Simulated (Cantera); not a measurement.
A perfectly stirred reactor is fed with 25.1 % H2, 11.4 % O2, 42.9 % N2, 20.6 % H2O, equivalence ratio 1.1, at 0.987 atm; it is adiabatic with a 375 K inlet, and is followed from long to short residence time, starting on the burning branch (τ in s: 0.034, 0.013, 0.0053, 0.0021, 0.00083, 0.00033, 0.00013, 5.2e-05, 2e-05, 8.1e-06, 3.2e-06).

Computed with Cantera and the H2/O2 subset of GRI-Mech 3.0, which has no nitrogen chemistry.

Q: Predict: blow-out, bracketed by the residence times tried; x(H2) at τ = 34.0 ms; x(O2) at τ = 34.0 ms; x(H2O) at τ = 34.0 ms; x(O) at τ = 34.0 ms; x(OH) at τ = 34.0 ms; x(H2) at τ = 0.330 ms; x(O2) at τ = 0.330 ms; x(H2O) at τ = 0.330 ms; x(O) at τ = 0.330 ms; x(OH) at τ = 0.330 ms.

A: 
```json
{
  "blow_out_bracketed_by_the_residence_times_tried": "burning at 52.0 µs, out at 20.0 µs",
  "x(H2) at τ = 34.0 ms": "0.0281",
  "x(O2) at τ = 34.0 ms": "0.00104",
  "x(H2O) at τ = 34.0 ms": "0.484",
  "x(O) at τ = 34.0 ms": "0.000113",
  "x(OH) at τ = 34.0 ms": "0.00265",
  "x(H2) at τ = 0.330 ms": "0.0468",
  "x(O2) at τ = 0.330 ms": "0.0116",
  "x(H2O) at τ = 0.330 ms": "0.445",
  "x(O) at τ = 0.330 ms": "0.00214",
  "x(OH) at τ = 0.330 ms": "0.00784"
}
```
